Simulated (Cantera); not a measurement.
Feed: 1 mol Si, 0.52 mol O2, 3.5 mol N2, held at 1527 °C.

Equilibrium computed with Cantera from the NASA thermochemical tables; the gas is ideal and each condensed phase is pure. Candidate condensed phases: Si, SiO2, Si2N2O, Si3N4; 16 gas species. Mutual solubility and eutectic melting of coexisting phases are not modelled. The tables hold silica as quartz up to 1696 K and as liquid above; real silica turns to tridymite and cristobalite and melts near 1996 K. Rates play no part.

**Question.** Which condensed phases are stable at each of these points (P (Pa)): 0.100, 1, 10, 100, 1000, 10000, 100000, 1000000?

**Answer.** 
```json
[
 {"P (Pa)": "0.100", "condensed phases": "gas only", "Si condensed (%)": "0.0"},
 {"P (Pa)": "1", "condensed phases": "SiO2(condensed)", "Si condensed (%)": "3.1"},
 {"P (Pa)": "10", "condensed phases": "SiO2(condensed)", "Si condensed (%)": "4.0"},
 {"P (Pa)": "100", "condensed phases": "SiO2(condensed)", "Si condensed (%)": "4.0"},
 {"P (Pa)": "1000", "condensed phases": "SiO2(condensed)", "Si condensed (%)": "4.0"},
 {"P (Pa)": "10000", "condensed phases": "SiO2(condensed) + Si2N2O(s)", "Si condensed (%)": "87.4"},
 {"P (Pa)": "100000", "condensed phases": "SiO2(condensed) + Si2N2O(s)", "Si condensed (%)": "99.5"},
 {"P (Pa)": "1000000", "condensed phases": "SiO2(condensed) + Si2N2O(s)", "Si condensed (%)": "100.0"}
]
```

At 0.100 Pa nothing is condensed. From 1.00 Pa to 10.0 mbar the condensed part is SiO2(condensed). From 0.100 bar to 10.0 bar the condensed part is SiO2(condensed) + Si2N2O(s).
